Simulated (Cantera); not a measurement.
A freely propagating, adiabatic, planar premixed flame of 9.29 % CH₄, 18.6 % O₂, 69.8 % N₂, 2.32 % H₂O, equivalence ratio 1.0, unburnt at 373 K and 2180 Torr; multicomponent+Soret transport, grid criteria slope 0.08 and curve 0.16, no radiation.

Model: GRI-Mech 3.0 (53 species, 325 reactions), integrated in Cantera. Burning velocities carry a grid error of a few per cent, more on coarse grids.

Q: Predict: laminar burning velocity; thermal thickness; peak x(CO); peak x(H).

A: laminar burning velocity: 32.3 cm/s
thermal thickness: 0.217 mm
peak x(CO): 0.0380
peak x(H): 0.00310
